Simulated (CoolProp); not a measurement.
The numbers come from the reference Helmholtz-energy equation of state, Zhou 2012 in CoolProp.

Problem. For o-xylene, give the phase and the isothermal compressibility (1/MPa), expansivity (1/kK), conductivity (mW/(m K)), Prandtl number at 284.85 °C and 46.5 bar; 312.45 °C and 46.5 bar; 346.85 °C and 46.5 bar.

Solution. 
- 284.85 °C and 46.5 bar: liquid; isothermal compressibility 0.00938, expansivity 2.39, conductivity 79.4, Prandtl number 3.86
- 312.45 °C and 46.5 bar: liquid; isothermal compressibility 0.0167, expansivity 3.28, conductivity 77.2, Prandtl number 3.47
- 346.85 °C and 46.5 bar: liquid; isothermal compressibility 0.0555, expansivity 6.80, conductivity 76.2, Prandtl number 2.82

Viscosity comes from a separate model (Cao 2016). Thermal conductivity comes from a separate model (Mylona 2014).
